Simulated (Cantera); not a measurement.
# FeCl2 + H2O + H2 (halide evaporation, hydrolysis and transport)

Feed: 1 mol FeCl2, a varied amount of H2O, 1.8 mol H2, held at 2075 K and 315 Torr.

These are equilibrium values from Cantera (NASA tables, ideal gas, pure condensed phases), not measurements of a reactor. Candidate condensed phases: Fe, FeCl2, FeCl3, FeO, Fe(OH)2, Fe(OH)3, Fe2O3, Fe3O4, H2O; 22 gas species. Each liquid is taken as pure. Mutual solubility and eutectic melting of coexisting phases are not modelled. The tables' stoichiometric FeO is somewhat more stable than real wüstite, so its field is too wide. FeO: taken at fixed stoichiometry. Equilibrium is a limit: real reactors are often held back by kinetics, nucleation or transport.

From 0.12 mol H2O to 0.59 mol H2O the condensed part is Fe(l). At 1 mol H2O the condensed part is Fe(l) + FeO(l). From 1.7 mol H2O to 15 mol H2O the condensed part is FeO(l). The main Fe-bearing gas is FeCl2 throughout. The share of Fe in condensed phases is highest at 15 mol H2O (86.0 %) and lowest at 0.59 mol H2O (39.5 %).

| n(H2O) (mol) | x H2O | x H2 | x HCl | x FeCl2 | x H | x Fe | n Fe(l) | n FeO(l) |
|---|---|---|---|---|---|---|---|---|
| 0.12 | 0.0409 | 0.476 | 0.273 | 0.204 | 0.00284 | 0.00195 | 0.396 | 0 |
| 0.2 | 0.0663 | 0.463 | 0.266 | 0.198 | 0.00280 | 0.00195 | 0.396 | 0 |
| 0.35 | 0.111 | 0.441 | 0.253 | 0.189 | 0.00273 | 0.00195 | 0.396 | 0 |
| 0.59 | 0.173 | 0.410 | 0.235 | 0.175 | 0.00263 | 0.00195 | 0.395 | 0 |
| 1 | 0.200 | 0.422 | 0.221 | 0.151 | 0.00267 | 0.00195 | 0.180 | 0.236 |
| 1.7 | 0.267 | 0.397 | 0.220 | 0.111 | 0.00259 | 0.00137 | 0 | 0.491 |
| 2.9 | 0.401 | 0.314 | 0.211 | 0.0686 | 0.00230 | 0.000723 | 0 | 0.602 |
| 5 | 0.548 | 0.230 | 0.181 | 0.0368 | 0.00197 | 0.000388 | 0 | 0.706 |
| 8.6 | 0.682 | 0.158 | 0.139 | 0.0175 | 0.00163 | 0.000214 | 0 | 0.793 |
| 15 | 0.791 | 0.101 | 0.0967 | 0.00728 | 0.00131 | 0.000119 | 0 | 0.860 |
x: gas mole fraction; n: condensed amount in mol.
